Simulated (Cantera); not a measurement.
Source: NASA polynomial tables (part measured, part estimated), evaluated in Cantera. Values are per mole of reaction as written; species without (g) are pure solids or liquids, kept so even where they would boil at 1 bar. ZrN: taken at fixed stoichiometry.

N(g) + ZrO2 ⇌ ZrN + O2(g)

| T (K) | ΔH° (kJ) | ΔS° (J/K) | ΔG° (kJ) | log10 K |
|---|---|---|---|---|
| 300 | … | … | … | … |
| 400 | 258.7 | 37.9 | 243.5 | -31.80 |
| 600 | 256.6 | 33.7 | 236.4 | -20.58 |
| 800 | 254.6 | 30.9 | 230.0 | -15.01 |
| 1000 | 252.8 | 28.8 | 224.0 | -11.70 |
| 1200 | 251.0 | 27.2 | 218.4 | -9.51 |
| 1400 | … | … | … | … |

**Question.** Some entries are withheld; supply them.

**Answer.** 
- 300, ΔH° (kJ): 259.5
- 300, ΔS° (J/K): 40.3
- 300, ΔG° (kJ): 247.4
- 300, log10 K: -43.08
- 1400, ΔH° (kJ): 249.3
- 1400, ΔS° (J/K): 25.9
- 1400, ΔG° (kJ): 213.1
- 1400, log10 K: -7.95
